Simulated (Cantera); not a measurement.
Input: 1 mol Si, 1.1 mol N2O, 16 mol N2, 0.0014 mol O2, equilibrated at 2.40 Pa.

These are equilibrium values from Cantera (NASA tables, ideal gas, pure condensed phases), not measurements of a reactor. Candidate condensed phases: Si, SiO2, Si2N2O, Si3N4; 16 gas species. The tables hold silica as quartz up to 1696 K and as liquid above; real silica turns to tridymite and cristobalite and melts near 1996 K. The numbers say what is thermodynamically allowed, not how fast it happens. All values below are at 1500 K.

Base state: N2 0.950, SiO 0.0499 (mole fractions); condensed: SiO2(β-quartz).

What changes in the equilibrium state with this change: Si replaced by SiC?


```csv
species,before,after
N2,0.950,0.939
CO,0,0.0303
SiO,0.0499,0.0303
Si,2.34e-9,7.21e-5
"SiO2(β-quartz), mol",0.103,0
"SiC(s), mol",0,0.448
```
Further candidate phases: C, SiC.
